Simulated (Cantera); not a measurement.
Mixture: CH4 : O2 : N2 = 1 : 1.11 : 4.18 (molar parts), equivalence ratio 1.8, at 10.0 bar, adiabatic and at constant volume. Ignition delay is the time to a rise of 400 K.

Model: GRI-Mech 3.0 (53 species, 325 reactions), integrated in Cantera.

Q: What does this change do: N2 4.18 to 2.8 parts?

A: 
| quantity | before | after |
|---|---|---|
| delay at 1200 K | 6.11 ms | 4.44 ms |
| delay at 1300 K | 1.85 ms | 1.33 ms |
| delay at 1400 K | 0.620 ms | 0.442 ms |
| delay at 1500 K | 0.224 ms | 0.160 ms |
| delay at 1600 K | 86.8 µs | 63.0 µs |
| delay at 1700 K | 36.3 µs | 26.9 µs |
| apparent activation energy between 1500 and 1700 K | 190 kJ/mol | 190 kJ/mol |
